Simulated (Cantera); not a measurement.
Feed: 1 mol HF, 0.43 mol O2, 4.5 mol H2, at 0.0190 bar.

Cantera equilibrium calculation (NASA polynomials, part measured and part estimated; ideal gas, pure solids and liquids). Candidate condensed phases: H2O; 22 gas species. Equilibrium is a limit: real reactors are often held back by kinetics, nucleation or transport. All values below are at 1123 K.

Base state: H2 0.662, HF 0.182, H2O 0.156 (mole fractions); condensed: gas only.

### Question
What changes in the equilibrium state with this change: O2 from 0.43 to 0.061 mol?

### Answer
```csv
species,before,after
H2,0.662,0.796
HF,0.182,0.182
H2O,0.156,0.0222
```

### Question
What changes in the equilibrium state with this change: O2 from 0.43 to 0.022 mol?

### Answer
```json
[
 {"species": "H2", "before": "0.662", "after": "0.810"},
 {"species": "HF", "before": "0.182", "after": "0.182"},
 {"species": "H2O", "before": "0.156", "after": "0.00800"}
]
```
